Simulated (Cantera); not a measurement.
An adiabatic, constant-pressure homogeneous reactor starts with C3H8 : O2 : N2 = 1 : 4.17 : 15.7 (molar parts), equivalence ratio 1.2, at 1300 K and 3.90 bar.

Cantera simulation using GRI-Mech 3.0 (53 species, 325 reactions); the numbers are that mechanism's predictions, not measurements. GRI-Mech 3.0 was tuned for natural gas; its chemistry of propane as a main component is partial and can be far from experiment.

**Question.** Predict: time of steepest temperature rise; temperature at 0.800 s; equilibrium temperature; x(O2) at 0.800 s; x(O) at 0.800 s; x(NO) at 0.800 s; x(NO2) at 0.800 s.

**Answer.** 
```
Quantity                                                             Value
---------------------------------  ---------------------------------------
time of steepest temperature rise                                 0.516 ms
temperature at 0.800 s                                              2797 K
equilibrium temperature                                             2797 K
x(O2) at 0.800 s                   0.00477 (gas-phase equilibrium 0.00477)
x(O) at 0.800 s                    0.00189 (gas-phase equilibrium 0.00189)
x(NO) at 0.800 s                   0.00513 (gas-phase equilibrium 0.00513)
x(NO2) at 0.800 s                  1.03e-6 (gas-phase equilibrium 1.03e-6)
```
